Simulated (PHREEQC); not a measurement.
2.8 g of hydrous ferric oxide (600 m²/g; 0.2 weak and 0.005 strong sites per Fe, Dzombak-Morel constants, diffuse double layer) in 1 kg of water with 0.3 mol/kgw of an inert sodium salt, at 25 °C; the pH is set by adding NaOH or the inert anion's acid. Oxygen is held at 0.21 atm. CO2 from the air is kept out. Nothing may precipitate in this run.

Base run: PHREEQC, ion-association model, wateq4f.dat. Each further column changes one thing. The table gives surface potential ψ (mV).

```json
[
 {"pH": "3", "base": "125", "background salt from 0.3 to 0.03 mol/kgw": "179", "oxide from 2.8 to 14 g/kgw": "124", "0.0097 mol/kgw NiCl2 added": "123"},
 {"pH": "3.5", "base": "125", "background salt from 0.3 to 0.03 mol/kgw": "175", "oxide from 2.8 to 14 g/kgw": "124", "0.0097 mol/kgw NiCl2 added": "122"},
 {"pH": "4.5", "base": "118", "background salt from 0.3 to 0.03 mol/kgw": "155", "oxide from 2.8 to 14 g/kgw": "117", "0.0097 mol/kgw NiCl2 added": "116"},
 {"pH": "5", "base": "110", "background salt from 0.3 to 0.03 mol/kgw": "140", "oxide from 2.8 to 14 g/kgw": "109", "0.0097 mol/kgw NiCl2 added": "109"},
 {"pH": "5.5", "base": "98", "background salt from 0.3 to 0.03 mol/kgw": "123", "oxide from 2.8 to 14 g/kgw": "97", "0.0097 mol/kgw NiCl2 added": "97"},
 {"pH": "6.5", "base": "65", "background salt from 0.3 to 0.03 mol/kgw": "81", "oxide from 2.8 to 14 g/kgw": "65", "0.0097 mol/kgw NiCl2 added": "84"},
 {"pH": "7", "base": "46", "background salt from 0.3 to 0.03 mol/kgw": "57", "oxide from 2.8 to 14 g/kgw": "46", "0.0097 mol/kgw NiCl2 added": "88"},
 {"pH": "7.5", "base": "26", "background salt from 0.3 to 0.03 mol/kgw": "32", "oxide from 2.8 to 14 g/kgw": "26", "0.0097 mol/kgw NiCl2 added": "90"},
 {"pH": "8.5", "base": "-17", "background salt from 0.3 to 0.03 mol/kgw": "-21", "oxide from 2.8 to 14 g/kgw": "-17", "0.0097 mol/kgw NiCl2 added": "91"},
 {"pH": "9", "base": "-38", "background salt from 0.3 to 0.03 mol/kgw": "-46", "oxide from 2.8 to 14 g/kgw": "-38", "0.0097 mol/kgw NiCl2 added": "91"}
]
```

The oxide is taken as insoluble; below pH 4 it would dissolve. In at least one series the solution becomes supersaturated in solids that the run did not let form, among them Ni(OH)2.
